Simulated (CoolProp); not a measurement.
Model: reference Helmholtz-energy equation of state, Lemmon 2004, in CoolProp. It is a short technical equation, of lower accuracy than the large ones.

### Question
For n-dodecane, give the phase and the density (kg/m³), cv (kJ/(kg K)) at 113.55 °C and 779 kPa; 113.55 °C and 1360 kPa; 113.55 °C and 1560 kPa.

### Answer
- 113.55 °C and 779 kPa: liquid; density 681, cv 2.16
- 113.55 °C and 1360 kPa: liquid; density 681, cv 2.16
- 113.55 °C and 1560 kPa: liquid; density 682, cv 2.16
